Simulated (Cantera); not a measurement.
Adiabatic ignition

An adiabatic, constant-pressure homogeneous reactor starts with CH4 : CO : O2 : N2 : H2O = 1 : 0.18 : 2.2 : 44.1 : 6.7 (molar parts), equivalence ratio 0.95, at 1800 K and 1000000 Pa.

Computed with Cantera and GRI-Mech 3.0 (53 species, 325 reactions).

```
t (s)     T (K)    x CH4      x CO     x O2    x CH2O       x O      x NO
--------  -----  -------  --------  -------  --------  --------  --------
3.00e-6    1800   0.0184   0.00332   0.0406   3.88e-6   3.08e-7  5.94e-12
6.31e-6    1800   0.0183   0.00332   0.0406   1.86e-5   5.20e-7  2.02e-11
1.33e-5    1800   0.0179   0.00334   0.0404   8.08e-5   1.09e-6  8.87e-11
2.79e-5    1804   0.0163   0.00361   0.0396  0.000271   3.21e-6  7.48e-10
5.88e-5    1922  0.00234    0.0133   0.0234  0.000219  0.000111   4.82e-7
0.000124   2163   <1e-12   0.00207  0.00392  2.34e-11  0.000134   1.72e-5
0.000260   2183   <1e-12   0.00106  0.00294  6.22e-12   5.86e-5   2.15e-5
0.000548   2189   <1e-12  0.000774  0.00266  3.45e-12   4.32e-5   2.65e-5
0.00115    2189   <1e-12  0.000734  0.00262  3.12e-12   4.12e-5   3.55e-5
0.00242    2189   <1e-12  0.000734  0.00261  3.12e-12   4.10e-5   5.42e-5
0.00510    2189   <1e-12  0.000735  0.00259  3.14e-12   4.09e-5   9.28e-5
0.0107     2189   <1e-12  0.000739  0.00256  3.17e-12   4.06e-5  0.000171
0.0226     2189   <1e-12  0.000746  0.00249  3.23e-12   3.99e-5  0.000324
0.0475     2188   <1e-12  0.000759  0.00238  3.35e-12   3.88e-5  0.000588
0.100      2187   <1e-12  0.000777  0.00224  3.51e-12   3.74e-5  0.000939
```
x: mole fraction; the columns are a selection and need not sum to one.

| Property | Value |
|---|---|
| time of steepest temperature rise | 60.6 µs |
| temperature at 0.100 s | 2187 K |
| equilibrium temperature | 2186 K |
| x(CH4) at 0.100 s | <1e-12 (gas-phase equilibrium <1e-12) |
| x(CO) at 0.100 s | 0.000777 (gas-phase equilibrium 0.000794) |
| x(O2) at 0.100 s | 0.00224 (gas-phase equilibrium 0.00211) |
